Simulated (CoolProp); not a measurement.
Vapour-liquid equilibrium of R113 (1) + n-hexane (2) at 331.4 K; x and y are mole fractions of (1).

Values from CoolProp's multi-fluid Helmholtz-energy mixture model, Marx 1992 and Thol 2019; pair parameters Bell 2016.

```csv
x,bubble pressure (MPa),y at the bubble point,dew pressure at overall composition x (MPa),liquid density (mol/L)
0.05,0.07780,0.117,0.07443,7.263
0.15,0.08813,0.294,0.07959,7.317
0.25,…,0.425,0.08537,7.374
0.35,0.1052,0.530,0.09183,7.433
0.45,0.1123,0.617,0.09898,7.496
0.55,0.1188,0.694,…,7.562
0.65,…,0.764,0.1151,7.631
0.75,0.1302,0.831,0.1236,…
0.85,0.1354,0.898,0.1317,7.782
0.95,0.1401,0.965,0.1391,…
```

Task: What belongs in the gaps?

Result: 
- 0.25, bubble pressure (MPa): 0.09716
- 0.55, dew pressure at overall composition x (MPa): 0.1068
- 0.65, bubble pressure (MPa): 0.1247
- 0.75, liquid density (mol/L): 7.705
- 0.95, liquid density (mol/L): 7.864

No azeotrope shows between x = 0.05 and 0.95.

The pair parameters rest on a limited set of measurements; away from them the model extrapolates.
